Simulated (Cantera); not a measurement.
Input: 1 mol PbO, 23 mol H₂, held at 773 K and 0.00900 bar.

Cantera equilibrium calculation (NASA polynomials, part measured and part estimated; ideal gas, pure solids and liquids). Candidate condensed phases: H₂O, Pb, PbO, PbO₂, Pb₃O₄; 12 gas species. Kinetics and transport are ignored.

Base state: H₂ 0.957, H₂O 0.0435 (mole fractions); condensed: Pb(l).

Problem. What changes in the equilibrium state with this change: temperature from 773 K to 1100 K?

Solution. 
| species | before | after |
|---|---|---|
| H₂ | 0.957 | 0.944 |
| H₂O | 0.0435 | 0.0429 |
| Pb | 2.57e-6 | 0.0135 |
| Pb(l), mol | 1.000 | 0.686 |
